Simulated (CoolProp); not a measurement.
Saturation properties of n-heptane (Tc = 541.2 K, pc = 2.774 MPa, ω = 0.349).

Computed with CoolProp (reference Helmholtz-energy equation of state, Span 2003). It is a short technical equation, of lower accuracy than the large ones.

| T (K) | p (MPa) | liquid density (kg/m³) | vapour density (kg/m³) | liquid viscosity (µPa s) | liquid conductivity (mW/(m K)) |
|---|---|---|---|---|---|
| 298.5 | 0.006198 | 679.2 | 0.2520 | 388 | 122 |
| 305.6 | 0.008735 | [?] | 0.3477 | 360 | 120 |
| 312.7 | 0.01208 | 667.1 | 0.4712 | 335 | 118 |
| 319.7 | 0.01636 | [?] | 0.6257 | 312 | 116 |
| 326.8 | 0.02189 | 654.9 | 0.8219 | 292 | 114 |
| 333.9 | 0.02885 | 648.7 | 1.065 | 273 | 112 |
| 341 | 0.03751 | [?] | 1.362 | 256 | 110 |
| 348.1 | 0.04815 | 636.0 | 1.721 | 241 | 108 |
| 355.2 | 0.06108 | 629.5 | 2.152 | 227 | 106 |
| 362.3 | 0.07662 | 622.9 | 2.665 | 213 | 104 |

Q: Fill in the missing entries.

A: 
- 305.6, liquid density (kg/m³): 673.2
- 319.7, liquid density (kg/m³): 661.1
- 341, liquid density (kg/m³): 642.3

It boils at 371.5 K under 1 atm.

Viscosity comes from a separate model (Michailidou 2014). Thermal conductivity comes from a separate model (Assael 2013).
